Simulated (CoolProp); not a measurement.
Vapour-liquid equilibrium of R113 (1) + benzene (2) at 409.6 K; x and y are mole fractions of (1).

Model: multi-fluid Helmholtz-energy mixture model, Marx 1992 and Thol 2012; pair parameters Bell 2016, in CoolProp.

```json
[
 {"x": "0.05", "bubble pressure, mixture model (kPa)": "___", "bubble pressure, Raoult's law (kPa)": "463.0", "y, mixture model": "0.130", "y, Raoult's law": "0.102"},
 {"x": "0.2", "bubble pressure, mixture model (kPa)": "596.9", "bubble pressure, Raoult's law (kPa)": "539.5", "y, mixture model": "0.378", "y, Raoult's law": "0.351"},
 {"x": "0.35", "bubble pressure, mixture model (kPa)": "683.4", "bubble pressure, Raoult's law (kPa)": "616.0", "y, mixture model": "0.531", "y, Raoult's law": "0.538"},
 {"x": "0.5", "bubble pressure, mixture model (kPa)": "755.1", "bubble pressure, Raoult's law (kPa)": "692.6", "y, mixture model": "0.650", "y, Raoult's law": "0.684"},
 {"x": "0.65", "bubble pressure, mixture model (kPa)": "818.5", "bubble pressure, Raoult's law (kPa)": "769.1", "y, mixture model": "0.755", "y, Raoult's law": "0.801"},
 {"x": "0.8", "bubble pressure, mixture model (kPa)": "876.5", "bubble pressure, Raoult's law (kPa)": "845.6", "y, mixture model": "___", "y, Raoult's law": "0.897"},
 {"x": "0.95", "bubble pressure, mixture model (kPa)": "930.5", "bubble pressure, Raoult's law (kPa)": "922.2", "y, mixture model": "___", "y, Raoult's law": "0.976"}
]
```

What belongs in the gaps?


- 0.05, bubble pressure, mixture model (kPa): 484.1
- 0.8, y, mixture model: 0.858
- 0.95, y, mixture model: 0.964

The largest gap from Raoult's law is +10.9 % in bubble pressure, at x = 0.35. No azeotrope shows between x = 0.05 and 0.95.

Pair parameters are fitted to limited data, so mixtures are less certain than the pure fluids.
